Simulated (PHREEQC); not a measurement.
Dissolve 0.016 mol/kgw HF, 0.014 mol/kgw NH4F and 0.0019 mol/kgw H4SiO4 at 25 °C. Closed to the air; pH follows from the charge balance.

Equilibrium calculation in PHREEQC: ion-association model, phreeqc.dat.

The ionic strength comes out as 0.0165 mol/kgw. What activity coefficients do NH4+, H+, SiF6-2, F-, HF2- get?

NH4+ 0.87, H+ 0.90, SiF6-2 0.61, F- 0.88, HF2- 0.88.

This is a speciation only: nothing precipitates in the calculation. SiF6-2 is the database's only silicon fluoride.
